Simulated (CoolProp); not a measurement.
A Linde-Hampson liquefier for ethane: isothermal reversible compression at 320 K from 1 atm to 40 MPa, throttling to 1 atm, return gas leaving the recuperator 5 K below the feed. Each further row changes one setting.

Model: reference Helmholtz-energy equation of state, Bücker 2006, in CoolProp.

| case | liquid yield per pass | compression work (kJ/kg of gas) |
|---|---|---|
| as stated | [?] | 414 |
| high pressure 80 MPa | [?] | [?] |
| warm-end temperature 350 K | [?] | [?] |
| warm-end gap 10 K | [?] | 414 |

### Question
Some entries are withheld; supply them.

### Answer

- as stated, liquid yield per pass: 0.454
- high pressure 80 MPa, liquid yield per pass: 0.402
- high pressure 80 MPa, compression work (kJ/kg of gas): 499
- warm-end temperature 350 K, liquid yield per pass: 0.384
- warm-end temperature 350 K, compression work (kJ/kg of gas): 482
- warm-end gap 10 K, liquid yield per pass: 0.446
